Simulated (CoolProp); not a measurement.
Model: reference Helmholtz-energy equation of state, Lemmon 2016, in CoolProp.

**Question.** Give the vapour pressure (bar), liquid density (kg/m³), vapour density (kg/m³), enthalpy of vaporisation (kJ/kg) of saturated R115 at 277.8, 315.6 K.

**Answer.** 
```csv
T (K),p (bar),liquid density (kg/m³),vapour density (kg/m³),enthalpy of vaporisation (kJ/kg)
277.8,5.09,1380,39.4,106
315.6,13.9,1190,114,81.4
```
